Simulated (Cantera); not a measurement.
Cantera run:

```python
import numpy as np
import cantera as ct

gas_names = """
    CL CL2 Si SiCL SiCL2 SiCL3 SiCL4 Si2 Si3
""".split()
cond_names = """
    Si(cr) Si(L)
""".split()


# ... load() reads the species with a 1 bar reference pressure and builds the phases ...
atoms = {
    'Si': {'Si': 1},
    'Cl2': {'CL': 2},
}
top_T = {}  # K; cautious upper limits of use, not melting points


# ... equilibrate(T, P, feed) seeds the gas with the atoms and calls Mixture.equilibrate('TP', solver="vcs", rtol=1e-11, max_steps=5000) ...
results = []
T = 848.15  # K
P = 230  # Pa
for m in [0.84, 1.6, 2.3, 3, 3.8, 4.5, 5.2, 6, 6.7]:
    feed = {'Si': 1, 'Cl2': m}  # mol
    mix = equilibrate(T, P, feed)
    results.append((T, P, feed, dict(zip(mix.species_names, mix.species_moles))))
    x = sorted(zip(gas.X, gas.species_names), reverse=True)
    print(f"T = {T:g} K  P = {P:g} Pa  n(Cl2) = {m:g} mol  gas = {mix.phase_moles(0):.4g} mol")
    print("   x: " + "  ".join(f"{s} {v:.3e}" for v, s in x if v > 1e-06))
    print("   condensed (mol): " + ("  ".join(f"{mix.phase(i).name} {mix.phase_moles(i):.4g}"
          for i in range(1, mix.n_phases) if mix.phase_moles(i) > 1e-12) or "none"))
```

It prints:

```
T = 848.15 K  P = 230 Pa  n(Cl2) = 0.84 mol  gas = 0.4204 mol
   x: SiCL4 9.967e-01  SiCL3 2.735e-03  SiCL2 5.411e-04
   condensed (mol): Si(cr) 0.5796
T = 848.15 K  P = 230 Pa  n(Cl2) = 1.6 mol  gas = 0.8008 mol
   x: SiCL4 9.967e-01  SiCL3 2.735e-03  SiCL2 5.411e-04
   condensed (mol): Si(cr) 0.1992
T = 848.15 K  P = 230 Pa  n(Cl2) = 2.3 mol  gas = 1.3 mol
   x: SiCL4 7.691e-01  CL2 2.306e-01  CL 2.691e-04
   condensed (mol): none
T = 848.15 K  P = 230 Pa  n(Cl2) = 3 mol  gas = 2 mol
   x: SiCL4 4.999e-01  CL2 4.997e-01  CL 3.961e-04
   condensed (mol): none
T = 848.15 K  P = 230 Pa  n(Cl2) = 3.8 mol  gas = 2.801 mol
   x: CL2 6.425e-01  SiCL4 3.571e-01  CL 4.492e-04
   condensed (mol): none
T = 848.15 K  P = 230 Pa  n(Cl2) = 4.5 mol  gas = 3.501 mol
   x: CL2 7.139e-01  SiCL4 2.856e-01  CL 4.735e-04
   condensed (mol): none
T = 848.15 K  P = 230 Pa  n(Cl2) = 5.2 mol  gas = 4.201 mol
   x: CL2 7.615e-01  SiCL4 2.380e-01  CL 4.890e-04
   condensed (mol): none
T = 848.15 K  P = 230 Pa  n(Cl2) = 6 mol  gas = 5.001 mol
   x: CL2 7.995e-01  SiCL4 1.999e-01  CL 5.011e-04
   condensed (mol): none
T = 848.15 K  P = 230 Pa  n(Cl2) = 6.7 mol  gas = 5.701 mol
   x: CL2 8.241e-01  SiCL4 1.754e-01  CL 5.087e-04
   condensed (mol): none
```

Equilibrium computed with Cantera from the NASA thermochemical tables; the gas is ideal and each condensed phase is pure. The tables' values for SiCl3 are old estimates; treat these amounts as uncertain.
